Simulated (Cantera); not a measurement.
**Thermodynamics of silicon epitaxy and polysilicon growth, feed Si2H6 + N2**

Input: 1 mol Si2H6, 9 mol N2, at 1498 K and 675 Torr.

Equilibrium computed with Cantera from the NASA thermochemical tables; the gas is ideal and each condensed phase is pure. Candidate condensed phases: Si, Si3N4; 18 gas species. The feed counts by its element totals alone. N2 is the only nitrogen source here; it is nearly inert below about 1500 K, so the nitride shown seldom forms there in practice. Kinetics and transport are ignored.

```yaml
x(N2): 0.719
x(H2): 0.281
x(H): 9.61e-6
x(NH3): 7.09e-6
n(Si3N4(s)): 0.667 mol
gas_amount: 10.67 mol
log10 activity of Si(s) (absent): -2.77
```
